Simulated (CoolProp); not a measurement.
A Linde-Hampson liquefier for carbon monoxide: isothermal reversible compression at 290 K from 1 atm to 20 MPa, throttling to 1 atm, return gas leaving the recuperator 5 K below the feed. Each further row changes one setting.

Model: reference Helmholtz-energy equation of state, Lemmon 2006, in CoolProp. It is a short technical equation, of lower accuracy than the large ones.

| case | liquid yield per pass | compression work (kJ/kg of gas) |
|---|---|---|
| as stated | 0.083 | 453 |
| high pressure 40 MPa | 0.106 | 519 |
| warm-end temperature 320 K | 0.059 | 503 |
| warm-end gap 10 K | 0.071 | 453 |
